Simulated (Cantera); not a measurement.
Mixture: H₂ : O₂ : N₂ = 1 : 0.704 : 2.65 (molar parts), equivalence ratio 0.71, at 17.8 atm, adiabatic and at constant pressure. Ignition delay is the time to a rise of 400 K.

Model: the H2/O2 subset of GRI-Mech 3.0, which has no nitrogen chemistry, integrated in Cantera. The hydrogen kinetics of GRI-Mech 3.0 are dated; newer H2 mechanisms differ, most at raised pressure. The pressure lies above the range GRI-Mech 3.0 was tuned for (to about 10 atm). Where the delays flatten at high temperature, the 400 K rule measures the pace of heat release, not the induction time.

Q: What does this change do: O2 0.704 to 0.24 parts?

A: 
| quantity | before | after |
|---|---|---|
| delay at 1223 K | 78.9 µs | 86.2 µs |
| delay at 1323 K | 6.19 µs | 10.1 µs |
| delay at 1423 K | 1.55 µs | 3.10 µs |
| delay at 1523 K | 0.865 µs | 1.79 µs |
| delay at 1623 K | 0.590 µs | 1.26 µs |
| apparent activation energy between 1523 and 1623 K | 78 kJ/mol | 72 kJ/mol |

Q: What does this change do: constant volume in place of constant pressure?

A: 
```tsv
quantity	before	after
delay at 1223 K	78.9 µs	75.9 µs
delay at 1323 K	6.19 µs	6.02 µs
delay at 1423 K	1.55 µs	1.49 µs
delay at 1523 K	0.865 µs	0.823 µs
delay at 1623 K	0.590 µs	0.558 µs
apparent activation energy between 1523 and 1623 K	78 kJ/mol	80 kJ/mol
```

Q: What does this change do: N2 2.65 to 6.3 parts?

A: 
```csv
quantity,before,after
delay at 1223 K,78.9 µs,0.121 ms
delay at 1323 K,6.19 µs,10.0 µs
delay at 1423 K,1.55 µs,2.98 µs
delay at 1523 K,0.865 µs,1.74 µs
delay at 1623 K,0.590 µs,1.25 µs
apparent activation energy between 1523 and 1623 K,78 kJ/mol,69 kJ/mol
```
